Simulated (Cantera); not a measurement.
An isothermal, constant-pressure homogeneous reactor starts with H2 : O2 : N2 = 0.22 : 1 : 5.5 (molar parts), equivalence ratio 0.11, at 1100 K and 0.257 atm.

Computed with Cantera and the H2/O2 subset of GRI-Mech 3.0, which has no nitrogen chemistry.

One state of this run: x H2 = 0.0318; x O2 = 0.148; x HO2 = 1.59e-5; x O = 0.000227; x H = 0.000350; x H2O = 0.000688. x: mole fraction; the columns are a selection and need not sum to one.

### Question
Which value of t (s) does it belong to?
A) 0.000489
B) 60.0
C) 0.0346
D) 0.846

### Answer
A, 0.000489
